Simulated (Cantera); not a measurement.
Input: 1 mol Si, 0.057 mol H₂O, 20 mol N₂, equilibrated at 1800 °C and 1000 Pa.

Equilibrium computed with Cantera from the NASA thermochemical tables; the gas is ideal and each condensed phase is pure. Candidate condensed phases: H₂O, Si, SiO₂, Si₂N₂O, Si₃N₄; 35 gas species. The tables' values for SiN are old estimates; treat these amounts as uncertain. The numbers say what is thermodynamically allowed, not how fast it happens.

Base state: N₂ 0.983, Si 0.00997, SiO 0.00280, H₂ 0.00218, H 0.00123, Si₂N 0.000267, SiN 0.000218, Si₂ 0.000122 (mole fractions); condensed: Si(l).

Task: What changes in the equilibrium state with this change: pressure from 1000 Pa to 31.0 Pa?

Result: 
```json
[
 {"species": "N₂", "before": "0.983", "after": "0.948"},
 {"species": "Si", "before": "0.00997", "after": "0.0443"},
 {"species": "H", "before": "0.00123", "after": "0.00398"},
 {"species": "Si₃", "before": "2.53e-5", "after": "2.14e-6"},
 {"species": "Si₂N", "before": "0.000267", "after": "2.83e-5"},
 {"species": "H₂", "before": "0.00218", "after": "0.000708"},
 {"species": "SiH", "before": "2.67e-5", "after": "1.19e-5"},
 {"species": "Si₂", "before": "0.000122", "after": "7.50e-5"},
 {"species": "Si(l), mol", "before": "0.718", "after": "0"}
]
```
